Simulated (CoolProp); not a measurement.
c-C4F8 (RC318) along the isobar 288 kPa: density (kg/m³) from the reference equation and from simpler models built on Tc = 388.4 K, pc = 2778 kPa, ω = 0.355; each cubic takes its own stable root.

The numbers come from the reference Helmholtz-energy equation of state, Platzer 1990 in CoolProp. This equation is an older, rougher fit; its heat capacities, sound speeds and derivatives of the liquid may be far off and weren't checked against measurements.

```csv
T (K),phase,reference
260.8,liquid,1638
275.1,liquid,1587
289.3,liquid,1534
303.6,gas,24.96
317.9,gas,23.49
332.1,gas,22.23
346.4,gas,21.12
360.7,gas,20.13
374.9,gas,19.25
389.2,gas,18.44
403.5,gas,17.71
417.7,gas,17.05
432,gas,16.43
```

Problem. How far does each simpler model (van der Waals, Redlich-Kwong) lie from the reference over these 13 states: mean and median of the absolute difference, and the worst?

Solution. 
- van der Waals: mean 23.4 %, median 1.1 %, worst -98.3 % at 289.3 K and 288 kPa
- Redlich-Kwong: mean 9.5 %, median 0.2 %, worst -98.3 % at 289.3 K and 288 kPa

At some of these states van der Waals, Redlich-Kwong gives the other phase, because its saturation line lies elsewhere.
